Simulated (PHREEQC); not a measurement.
A solution holds 1.5 mol NaCl and 0.45 mol K2SO4 per kg of water, at 25 °C. Closed to the air; pH follows from the charge balance.

The numbers come from PHREEQC with the Pitzer model, pitzer.dat.

```
quantity                 before    after
----------------------  -------  -------
HSO4- (mol/kgw)         1.96e-7  2.61e-7
SI of Arcanite (K2SO4)    -0.63    -0.37
```

Q: What was changed between the two runs?
A. NaCl replaced by MgCl2 at the same molality
B. K2SO4 from 0.45 to 0.045 mol/kgw
C. temperature from 25 to 90 °C
D. temperature from 25 to 65 °C
E. NaCl from 1.5 to 0.3 mol/kgw

A: E, NaCl from 1.5 to 0.3 mol/kgw

Precipitation was switched off in this run.
